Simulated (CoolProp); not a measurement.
Vapour-liquid equilibrium of CHF3 (R23) (1) + R13 (2) at 1.15 °C; x and y are mole fractions of (1).

The numbers come from the multi-fluid Helmholtz-energy mixture model, Penoncello 2003 and Platzer 1990; pair parameters Bell 2016 in CoolProp. This equation is an older, rougher fit; its heat capacities, sound speeds and derivatives of the liquid may be far off and weren't checked against measurements.

```csv
x,bubble pressure (MPa),y at the bubble point,dew pressure at overall composition x (MPa),liquid density (mol/L)
0.05,2.168,0.084,2.111,10.64
0.125,2.346,0.187,2.238,___
0.2,2.490,0.271,2.368,10.74
0.275,2.608,0.344,2.496,10.83
0.35,2.701,0.410,2.617,10.95
0.425,2.772,0.471,2.720,11.12
0.5,2.823,0.530,2.799,11.35
0.575,2.852,0.589,2.847,11.65
0.65,2.861,0.649,2.861,12.02
0.725,2.849,0.711,2.843,12.46
0.8,2.812,0.777,2.795,12.97
0.875,2.749,0.850,___,13.55
0.95,2.656,___,2.637,14.19
```

Q: Complete the blanks.

A: 
- 0.125, liquid density (mol/L): 10.68
- 0.875, dew pressure at overall composition x (MPa): 2.724
- 0.95, y at the bubble point: 0.935

y crosses x between x = 0.575 and 0.65: the model has an azeotrope there.

The pair parameters rest on a limited set of measurements; away from them the model extrapolates.
